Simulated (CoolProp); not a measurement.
Vapour-liquid equilibrium of methanol (1) + m-xylene (2) at 0.175 MPa; x and y are mole fractions of (1).

Values from CoolProp's multi-fluid Helmholtz-energy mixture model, de Reuck 1993 and Zhou 2012; pair parameters Bell 2016.

```json
[
 {"x": "0.05", "bubble temperature (K)": "390.4", "y at the bubble point": "…", "dew temperature at overall composition x (K)": "431.5", "liquid density (mol/L)": "7.559"},
 {"x": "0.125", "bubble temperature (K)": "368.6", "y at the bubble point": "…", "dew temperature at overall composition x (K)": "427.9", "liquid density (mol/L)": "8.186"},
 {"x": "0.2", "bubble temperature (K)": "361.2", "y at the bubble point": "0.887", "dew temperature at overall composition x (K)": "424.2", "liquid density (mol/L)": "8.739"},
 {"x": "0.275", "bubble temperature (K)": "358.3", "y at the bubble point": "0.900", "dew temperature at overall composition x (K)": "420.3", "liquid density (mol/L)": "9.311"},
 {"x": "0.35", "bubble temperature (K)": "357.2", "y at the bubble point": "0.905", "dew temperature at overall composition x (K)": "416.0", "liquid density (mol/L)": "9.940"},
 {"x": "0.425", "bubble temperature (K)": "356.8", "y at the bubble point": "0.907", "dew temperature at overall composition x (K)": "411.4", "liquid density (mol/L)": "10.65"},
 {"x": "0.5", "bubble temperature (K)": "…", "y at the bubble point": "0.908", "dew temperature at overall composition x (K)": "406.3", "liquid density (mol/L)": "11.46"},
 {"x": "0.575", "bubble temperature (K)": "356.4", "y at the bubble point": "0.910", "dew temperature at overall composition x (K)": "400.6", "liquid density (mol/L)": "12.41"},
 {"x": "0.65", "bubble temperature (K)": "356.0", "y at the bubble point": "0.913", "dew temperature at overall composition x (K)": "394.1", "liquid density (mol/L)": "13.54"},
 {"x": "0.725", "bubble temperature (K)": "355.4", "y at the bubble point": "0.919", "dew temperature at overall composition x (K)": "386.3", "liquid density (mol/L)": "14.87"},
 {"x": "0.8", "bubble temperature (K)": "354.7", "y at the bubble point": "0.929", "dew temperature at overall composition x (K)": "376.7", "liquid density (mol/L)": "16.49"},
 {"x": "0.875", "bubble temperature (K)": "353.8", "y at the bubble point": "0.947", "dew temperature at overall composition x (K)": "363.8", "liquid density (mol/L)": "18.46"},
 {"x": "0.95", "bubble temperature (K)": "352.8", "y at the bubble point": "0.974", "dew temperature at overall composition x (K)": "353.7", "liquid density (mol/L)": "20.92"}
]
```

Q: Fill in the missing entries.

A: 
- 0.05, y at the bubble point: 0.687
- 0.125, y at the bubble point: 0.850
- 0.5, bubble temperature (K): 356.6

No azeotrope shows between x = 0.05 and 0.95.

The pair parameters rest on a limited set of measurements; away from them the model extrapolates. With so large a gap from Raoult's law the liquid may split in two, which this calculation doesn't test in full.
